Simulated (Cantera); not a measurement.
**Adiabatic ignition**

An adiabatic, constant-pressure homogeneous reactor starts with 3.56 % CH4, 0.641 % C2H6, 4.63 % C3H8, 14.2 % O2, 71.9 % N2, 4.99 % H2O, equivalence ratio 2.3, at 1725 K and 13500 Torr.

Computed with Cantera and GRI-Mech 3.0 (53 species, 325 reactions). GRI-Mech 3.0 was tuned for natural gas; its chemistry of propane as a main component is partial and can be far from experiment. The pressure lies above the range GRI-Mech 3.0 was tuned for (to about 10 atm).

```
t (s)     T (K)     x CH4    x C2H6    x C3H8   x CO2    x C2H2
--------  -----  --------  --------  --------  ------  --------
9.00e-6    2527   0.00306   2.05e-6   1.43e-9  0.0167    0.0134
2.62e-5    2514   0.00171   5.22e-7  1.77e-10  0.0171   0.00607
7.65e-5    2502  0.000480   3.59e-8  3.12e-12  0.0151  0.000824
0.000223   2497   2.39e-6  1.18e-12    <1e-12  0.0146   2.04e-6
0.000651   2498   5.84e-9    <1e-12    <1e-12  0.0147  1.35e-11
0.00190    2498   5.48e-9    <1e-12    <1e-12  0.0147  1.25e-11
0.00553    2498   5.43e-9    <1e-12    <1e-12  0.0147  1.24e-11
0.0161     2498   5.42e-9    <1e-12    <1e-12  0.0147  1.24e-11
0.0470     2498   5.42e-9    <1e-12    <1e-12  0.0147  1.24e-11
0.137      2498   5.42e-9    <1e-12    <1e-12  0.0147  1.24e-11
0.400      2498   5.42e-9    <1e-12    <1e-12  0.0147  1.24e-11
```
x: mole fraction; the columns are a selection and need not sum to one.

```json
{
 "time_of_steepest_temperature_rise": "3.56 µs",
 "temperature at 0.400 s": "2498 K",
 "equilibrium_temperature": "2498 K",
 "x(CH4) at 0.400 s": "5.42e-9 (gas-phase equilibrium 6.07e-9)",
 "x(C2H6) at 0.400 s": "<1e-12 (gas-phase equilibrium <1e-12)",
 "x(C3H8) at 0.400 s": "<1e-12 (gas-phase equilibrium <1e-12)"
}
```
